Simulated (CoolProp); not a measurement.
Properties of propane at several states.

Model: reference Helmholtz-energy equation of state, Lemmon 2009, in CoolProp.

| T (K) | p (kPa) | phase | cp (kJ/(kg K)) | cv (kJ/(kg K)) | conductivity (mW/(m K)) | Prandtl number | fugacity coefficient |
|---|---|---|---|---|---|---|---|
| 558.9 | 2740 | gas | … | … | 60.3 | … | 0.9496 |
| 219 | 4320 | liquid | 2.177 | … | … | … | … |
| 214.2 | 1260 | liquid | 2.171 | 1.410 | 140 | 3.76 | … |

Task: Fill in the missing entries.

Result: 
- 558.9, cp (kJ/(kg K)): 2.848
- 558.9, cv (kJ/(kg K)): 2.591
- 558.9, Prandtl number: 0.725
- 219, cv (kJ/(kg K)): 1.423
- 219, conductivity (mW/(m K)): 139
- 219, Prandtl number: 3.69
- 219, fugacity coefficient: 0.01548
- 214.2, fugacity coefficient: 0.03688

Viscosity comes from a separate model (Vogel 1998). Thermal conductivity comes from a separate model (Marsh 2002).
